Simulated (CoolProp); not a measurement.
Vapour-liquid equilibrium of ethylene (1) + n-perfluorobutane (2) at -42.35 °C; x and y are mole fractions of (1).

Values from CoolProp's multi-fluid Helmholtz-energy mixture model, Smukala 2000 and Gao 2022; pair parameters Bell 2016.

| x | bubble pressure, mixture model (kPa) | bubble pressure, Raoult's law (kPa) | y, mixture model | y, Raoult's law |
|---|---|---|---|---|
| 0.05 | 168.8 | 80.91 | 0.916 | 0.836 |
| 0.2 | 640.7 | 281.7 | 0.976 | 0.960 |
| 0.35 | 926.1 | 482.4 | 0.983 | 0.981 |
| 0.5 | ? | 683.2 | 0.985 | 0.990 |
| 0.65 | 1054 | 883.9 | 0.985 | 0.994 |
| 0.8 | ? | 1085 | ? | 0.997 |
| 0.95 | 1278 | 1285 | 0.996 | 0.999 |

**Question.** Fill in the missing entries.

**Answer.** 
- 0.5, bubble pressure, mixture model (kPa): 1020
- 0.8, bubble pressure, mixture model (kPa): 1124
- 0.8, y, mixture model: 0.988

The largest gap from Raoult's law is +127.4 % in bubble pressure, at x = 0.2. No azeotrope shows between x = 0.05 and 0.95.

Pair parameters are fitted to limited data, so mixtures are less certain than the pure fluids. The gap from Raoult's law changes sign with composition, which may be real or a fault of the pair parameters; it wasn't checked against measurements. With so large a gap from Raoult's law the liquid may split in two, which this calculation doesn't test in full.
